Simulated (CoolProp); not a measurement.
Model: reference Helmholtz-energy equation of state, Lemmon 2006, in CoolProp. It is a short technical equation, of lower accuracy than the large ones.

### Question
For carbon monoxide, give the phase and the density (kg/m³), cv (kJ/(kg K)), fugacity coefficient at 209.9 K and 10.9 MPa.

### Answer
- 209.9 K and 10.9 MPa: supercritical; density 207, cv 0.809, fugacity coefficient 0.815
